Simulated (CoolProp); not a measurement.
CH2F2 (R32) at several states: density (kg/m³) from the reference equation and from simpler models built on Tc = 351.3 K, pc = 5.783 MPa, ω = 0.277; each cubic takes its own stable root.

Computed with CoolProp (reference Helmholtz-energy equation of state, Tillner-Roth 1997).

```
T (K)  p (MPa)   phase  reference  van der Waals  Redlich-Kwong  Soave-Redlich-Kwong  Peng-Robinson
-----  -------  ------  ---------  -------------  -------------  -------------------  -------------
336.4    0.357     gas      6.835              ?          6.805                6.808          6.826
337.6   0.0112     gas     0.2078         0.2077         0.2077               0.2077         0.2078
295      0.222     gas          ?          4.793          4.814                    ?          4.830
215       14.6  liquid       1253          661.5          952.5                978.2           1101
253.3     4.58  liquid       1131          592.2          848.0                883.5          999.0
162.8    0.483  liquid       1365          689.4           1025                 1045           1174
```

### Question
Complete the blanks.

### Answer

- 336.4, van der Waals: 6.781
- 295, reference: 4.847
- 295, Soave-Redlich-Kwong: 4.821
